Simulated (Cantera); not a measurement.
A closed system holds: 1 mol HMDSO, 0.094 mol O2, 41 mol N2, 17 mol NO, held at 0.133 bar.

Method: chemical equilibrium by Gibbs-energy minimisation in Cantera with the NASA 1993 tables (ideal gas, pure condensed phases). Candidate condensed phases: C, C6H6, C7H8, C8H18, H2O, Si, SiC, SiO2, Si2N2O, Si3N4; 151 gas species. The feed counts by its element totals alone. The tables hold silica as quartz up to 1696 K and as liquid above; real silica turns to tridymite and cristobalite and melts near 1996 K. Gases not in the tables: Si(OH)4. Rates play no part. All values below are at 1698 K.

Base state: N2 0.767, H2O 0.0927, CO 0.0588, H2 0.0468, CO2 0.0342, H 8.56e-5 (mole fractions); condensed: SiO2(condensed).

Q: What changes in the equilibrium state with this change: NO from 17 to 0.41 mol?

A: 
```
species                before     after
--------------------  -------  --------
N2                      0.767     0.795
H2                     0.0468     0.173
CO                     0.0588    0.0307
H2O                    0.0927   3.46e-7
CO2                    0.0342   1.80e-8
SiO                   1.00e-6  0.000125
HCN                   1.32e-9   0.00134
HNC                     <1e-9   4.00e-5
C2H2 (acetylene)        <1e-9   1.25e-5
H                     8.56e-5  0.000165
SiO2(condensed), mol     2.00         0
C(graphite), mol            0      2.34
SiC(s), mol                 0      1.99
```

Q: What changes in the equilibrium state with this change: pressure from 0.133 bar to 9.80 Pa?

A: 
| species | before | after |
|---|---|---|
| N2 | 0.767 | 0.765 |
| H2O | 0.0927 | 0.0925 |
| CO | 0.0588 | 0.0578 |
| H | 8.56e-5 | 0.00309 |
| H2 | 0.0468 | 0.0449 |
| CO2 | 0.0342 | 0.0349 |
| SiO | 1.00e-6 | 0.00131 |
| O2 | 1.14e-8 | 1.68e-5 |
| O | 1.28e-8 | 1.81e-5 |
| SiO2(condensed), mol | 2.00 | 1.92 |
